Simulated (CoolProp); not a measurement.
Vapour-liquid equilibrium of n-perfluoropentane (1) + n-pentane (2) at 73.15 °C; x and y are mole fractions of (1).

Computed with CoolProp (multi-fluid Helmholtz-energy mixture model, Gao 2022 and Thol 2019; pair parameters Bell 2016).

| x | bubble pressure (bar) | y at the bubble point | dew pressure at overall composition x (bar) | liquid density (mol/L) |
|---|---|---|---|---|
| 0.05 | 3.887 | ___ | 3.238 | 7.639 |
| 0.2 | 4.928 | ___ | 3.791 | 6.943 |
| 0.35 | 5.187 | 0.484 | 4.511 | 6.365 |
| 0.5 | ___ | 0.525 | 5.232 | 5.899 |
| 0.65 | 5.223 | 0.584 | 5.069 | 5.535 |
| 0.8 | ___ | 0.691 | 4.597 | ___ |
| 0.95 | 4.296 | 0.894 | 4.128 | 5.021 |

Q: What belongs in the gaps?

A: 
- 0.05, y at the bubble point: 0.222
- 0.2, y at the bubble point: 0.427
- 0.5, bubble pressure (bar): 5.266
- 0.8, bubble pressure (bar): 4.948
- 0.8, liquid density (mol/L): 5.250

y crosses x between x = 0.5 and 0.65: the model has an azeotrope there.

Pair parameters are fitted to limited data, so mixtures are less certain than the pure fluids. With so large a gap from Raoult's law the liquid may split in two, which this calculation doesn't test in full.
